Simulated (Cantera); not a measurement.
A freely propagating, adiabatic, planar premixed flame of H2 : O2 : N2 = 1 : 0.278 : 1.04 (molar parts), equivalence ratio 1.8, unburnt at 450 K and 0.957 atm; mixture-averaged transport, grid criteria slope 0.08 and curve 0.16, no radiation.

Cantera simulation using the H2/O2 subset of GRI-Mech 3.0, which has no nitrogen chemistry; the numbers are that mechanism's predictions, not measurements. Burning velocities carry a grid error of a few per cent, more on coarse grids.

Q: How do the results move with these cheaper or finer settings: unity-Lewis-number transport; multicomponent transport; multicomponent+Soret transport; grid criteria slope 0.5, curve 1; grid criteria slope 0.25, curve 0.5; grid criteria slope 0.03, curve 0.06?

A: 
| setting | laminar burning velocity | thermal thickness | peak x(H2O2) | peak x(HO2) | grid points |
|---|---|---|---|---|---|
| as above | 571 cm/s | 0.413 mm | 3.88e-5 | 0.000379 | 120 |
| unity-Lewis-number transport | 344 cm/s | 0.365 mm | 1.38e-5 | 0.000275 | 110 |
| multicomponent transport | 558 cm/s | 0.416 mm | 3.84e-5 | 0.000377 | 120 |
| multicomponent+Soret transport | 535 cm/s | 0.405 mm | 3.98e-5 | 0.000382 | 120 |
| grid criteria slope 0.5, curve 1 | 609 cm/s | 0.535 mm | 2.82e-5 | 0.000362 | 41 |
| grid criteria slope 0.25, curve 0.5 | 590 cm/s | 0.464 mm | 3.32e-5 | 0.000368 | 62 |
| grid criteria slope 0.03, curve 0.06 | 568 cm/s | 0.405 mm | 4.06e-5 | 0.000382 | 285 |
Unity Lewis numbers drop preferential diffusion, which matters most where H2 and H carry the flame; Soret adds thermal diffusion.
